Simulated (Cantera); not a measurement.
A Cantera script and what it prints.

```python
import numpy as np
import cantera as ct

gas_names = """
    F FO FO2 F2 F2O H HF HOF HO2 H2 H2F2 H2O H2O2 H3F3 H4F4 H5F5 H6F6 H7F7 O OH O2 O3 Si SiF SiF2 SiF3
    SiF4 SiH SiHF3 SiH2 SiH2F2 SiH3 SiH3F SiH4 SiO SiO2 Si2 Si3
""".split()
cond_names = """
    H2O(s) H2O(L) Si(cr) Si(L) SiO2(Lqz) SiO2(hqz) SiO2(L)
""".split()


# ... load() reads the species with a 1 bar reference pressure and builds the phases ...
atoms = {
    'SiF4': {'Si': 1, 'F': 4},
    'H2O': {'H': 2, 'O': 1},
}
top_T = {}  # K; cautious upper limits of use, not melting points


# ... equilibrate(T, P, feed) seeds the gas with the atoms and calls Mixture.equilibrate('TP', solver="vcs", rtol=1e-11, max_steps=5000) ...
results = []
feed = {'SiF4': 1, 'H2O': 3.4}  # mol
T = 700  # K
P = 2600  # Pa
mix = equilibrate(T, P, feed)
results.append((T, P, feed, dict(zip(mix.species_names, mix.species_moles))))
print(gas.report(threshold=1e-05))
for i in range(1, mix.n_phases):
    print(f"{mix.phase(i).name:16s} {mix.phase_moles(i):12.5e} mol")
```

It prints:

```
       temperature   700 K
          pressure   2600 Pa
           density   0.014424 kg/m^3
  mean mol. weight   32.287 kg/kmol
   phase of matter   gas

                          1 kg             1 kmol
                     ---------------   ---------------
          enthalpy       -1.4007e+07       -4.5224e+08  J
   internal energy       -1.4187e+07       -4.5806e+08  J
           entropy            8503.7        2.7456e+05  J/K
    Gibbs function       -1.9959e+07       -6.4443e+08  J
 heat capacity c_p            1404.3             45342  J/K
 heat capacity c_v            1146.8             37028  J/K

                      mass frac. Y      mole frac. X     chem. pot. / RT
                     ---------------   ---------------   ---------------
                HF            0.1342           0.21657           -73.889
               H2O           0.34739            0.6226           -69.542
              SiF4           0.51842           0.16082           -319.76
     [  +35 minor]        2.7268e-07        2.2016e-07

Si(cr)            0.00000e+00 mol
SiO2(Lqz)         2.51869e-01 mol
```

Equilibrium computed with Cantera from the NASA thermochemical tables; the gas is ideal and each condensed phase is pure.
